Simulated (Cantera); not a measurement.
A closed system holds: 1 mol n-butane, 0.025 mol NH3, 21 mol H2, equilibrated at 2123.15 K and 10.0 mbar.

Equilibrium computed with Cantera from the NASA thermochemical tables; the gas is ideal and each condensed phase is pure. Candidate condensed phases: C, C6H6, C7H8, C8H18; 92 gas species. Kinetics and transport are ignored.

Base state: H2 0.962, H 0.0352, C2H2 (acetylene) 0.00160, HCN 0.000375, N2 0.000270, HNC 2.63e-5 (mole fractions); condensed: C(graphite).

Question: What changes in the equilibrium state with this change: 0.26 mol H2O added?

Answer: 
```tsv
species	before	after
H2	0.962	0.953
H	0.0352	0.0351
CO	0	0.00961
N2	0.000270	0.000264
HCN	0.000375	0.000369
HNC	2.63e-5	2.59e-5
C2H2 (acetylene)	0.00160	0.00158
C(graphite), mol	3.90	3.64
```
Further candidate phases: H2O.

Question: What changes in the equilibrium state with this change: temperature from 2123.15 K to 1698.15 K?

Answer: 
```csv
species,before,after
H2,0.962,0.998
H,0.0352,0.00145
N2,0.000270,0.000440
C2H2 (acetylene),0.00160,7.20e-5
HNC,2.63e-5,2.26e-6
HCN,0.000375,7.60e-5
CH4,2.89e-6,1.10e-5
"C(graphite), mol",3.90,3.99
```
